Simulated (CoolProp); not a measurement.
CH2F2 (R32) along the isotherm 387.9 K: Z from the reference equation and from simpler models built on Tc = 351.3 K, pc = 5.783 MPa, ω = 0.277; each cubic takes its own stable root.

The numbers come from the reference Helmholtz-energy equation of state, Tillner-Roth 1997 in CoolProp.

| p (MPa) | phase | reference | van der Waals | Redlich-Kwong | Soave-Redlich-Kwong | Peng-Robinson |
|---|---|---|---|---|---|---|
| 0.964 | gas | 0.9539 | 0.9600 | 0.9565 | 0.9591 | 0.9535 |
| 1.93 | gas | 0.9058 | 0.9171 | 0.9108 | 0.9164 | 0.9054 |
| 2.89 | gas | 0.8560 | 0.8710 | 0.8628 | 0.8721 | 0.8561 |
| 3.86 | gas | 0.8032 | 0.8199 | 0.8112 | 0.8250 | 0.8044 |
| 4.82 | gas | 0.7480 | 0.7633 | 0.7563 | 0.7759 | 0.7513 |
| 5.78 | gas | 0.6895 | 0.6981 | 0.6967 | 0.7240 | 0.6961 |
| 6.75 | supercritical | 0.6264 | 0.6191 | 0.6309 | 0.6688 | 0.6385 |
| 7.71 | supercritical | 0.5604 | 0.5248 | 0.5611 | 0.6128 | 0.5814 |
| 8.67 | supercritical | 0.4932 | 0.4549 | 0.4958 | 0.5598 | 0.5285 |
| 9.64 | supercritical | 0.4326 | 0.4402 | 0.4536 | 0.5178 | 0.4867 |
| 10.6 | supercritical | 0.3920 | 0.4475 | 0.4379 | 0.4935 | 0.4616 |
| 11.6 | supercritical | 0.3724 | 0.4633 | 0.4371 | 0.4839 | 0.4502 |
| 12.5 | supercritical | 0.3680 | 0.4809 | 0.4432 | 0.4841 | 0.4486 |
| 13.5 | supercritical | 0.3709 | 0.5023 | 0.4541 | 0.4902 | 0.4526 |
| 14.5 | supercritical | 0.3784 | 0.5249 | 0.4674 | 0.5002 | 0.4604 |
